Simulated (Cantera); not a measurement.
Feed: 1 mol CH3SiH3, 0.049 mol C2H4, 710 mol H2, held at 13.3 mbar.

Cantera equilibrium calculation (NASA polynomials, part measured and part estimated; ideal gas, pure solids and liquids). Candidate condensed phases: C, C6H6, C7H8, C8H18, Si, SiC; 87 gas species. The feed counts by its element totals alone. Kinetics and transport are ignored.

x: gas mole fraction; n: condensed amount in mol.

```
T (K)   x H2         x H       x CH4  x C2H2 (acetylene)        x Si  n SiC(s)  n C(graphite)
-----  -----  ----------  ----------  ------------------  ----------  --------  -------------
1173   1.000     1.02e-6    0.000137             1.72e-8      <1e-12      1.00              0
1248   1.000     4.04e-6    0.000137             2.07e-7    1.41e-12      1.00              0
1323   1.000     1.37e-5     9.06e-5             8.25e-7    2.21e-11      1.00         0.0322
1398   1.000  (withheld)  (withheld)          (withheld)  (withheld)     1.000     (withheld)
1473   1.000    0.000110     3.91e-5             6.50e-6     2.69e-9     1.000         0.0607
1548   1.000    0.000267     2.73e-5             1.57e-5     2.08e-8     1.000         0.0560
1623   0.999  (withheld)  (withheld)          (withheld)  (withheld)     1.000     (withheld)
1698   0.999     0.00125     1.36e-5             6.22e-5     7.78e-7     0.999              0
```

Question: Fill in the missing entries.

Answer: 
- 1623, x H: 0.000598
- 1623, x CH4: 1.97e-5
- 1623, x C2H2 (acetylene): 3.48e-5
- 1623, x Si: 1.33e-7
- 1623, n C(graphite): 0.0342
- 1398, x H: 4.10e-5
- 1398, x CH4: 5.82e-5
- 1398, x C2H2 (acetylene): 2.45e-6
- 1398, x Si: 2.78e-10
- 1398, n C(graphite): 0.0529
